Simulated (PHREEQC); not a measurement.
Dissolve 1.5 mol/kgw HCl, 0.078 mol/kgw MnCl2 and 3.9e-05 mol/kgw H4SiO4 at 25 °C. Closed to the air; pH follows from the charge balance.

The numbers come from PHREEQC with the Pitzer model, pitzer.dat.

The ionic strength comes out as 1.73 mol/kgw. What activity coefficients do H+, Cl-, Mn+2 get?

H+ 1.4, Cl- 0.58, Mn+2 0.45. Single-ion values are on the MacInnes scale.

This is a speciation only: nothing precipitates in the calculation. In brines, pH and single-ion activities rest on the MacInnes convention.
